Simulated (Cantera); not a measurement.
An isothermal, constant-pressure homogeneous reactor starts with CH4 : H2O = 1 : 0.97 (molar parts), at 1625 K and 9750 Torr.

Cantera simulation using GRI-Mech 3.0 (53 species, 325 reactions); the numbers are that mechanism's predictions, not measurements. The pressure lies above the range GRI-Mech 3.0 was tuned for (to about 10 atm).

x: mole fraction; the columns are a selection and need not sum to one.

```
t (s)      x CH4    x H2O    x C2H2      x CO       x O  x CH3
--------  ------  -------  --------  --------  --------  -----
4.00e-6    0.507    0.492  9.24e-10  1.46e-10  3.42e-12      ?
1.56e-5    0.507    0.492   1.18e-7   1.96e-8  7.77e-12      ?
6.12e-5    0.504    0.492   5.48e-6   7.49e-7  1.20e-11      ?
0.000239   0.493    0.491  0.000285   2.52e-5  2.09e-11      ?
0.000935   0.446    0.478   0.00782  0.000294  1.81e-11      ?
0.00366    0.335    0.440    0.0428   0.00145  9.03e-12      ?
0.0143     0.204    0.391    0.0735   0.00658  6.03e-12      ?
0.0559     0.174    0.347    0.0670    0.0245  5.72e-12      ?
0.219      0.173    0.268    0.0401    0.0676  4.92e-12      ?
0.855      0.146    0.172    0.0156     0.130  3.49e-12      ?
3.34      0.0984   0.0948   0.00427     0.184  1.93e-12      ?
13.1      0.0537   0.0440  0.000913     0.218    <1e-12      ?
51.1      0.0251   0.0160  0.000167     0.237    <1e-12      ?
200       0.0123  0.00426   3.74e-5     0.245    <1e-12      ?
```

Q: Some entries are withheld; supply them.

A: 
- 4.00e-6, x CH3: 0.000144
- 1.56e-5, x CH3: 0.000219
- 6.12e-5, x CH3: 0.000273
- 0.000239, x CH3: 0.000361
- 0.000935, x CH3: 0.000330
- 0.00366, x CH3: 0.000218
- 0.0143, x CH3: 0.000136
- 0.0559, x CH3: 0.000118
- 0.219, x CH3: 0.000107
- 0.855, x CH3: 8.18e-5
- 3.34, x CH3: 5.05e-5
- 13.1, x CH3: 2.61e-5
- 51.1, x CH3: 1.18e-5
- 200, x CH3: 5.74e-6
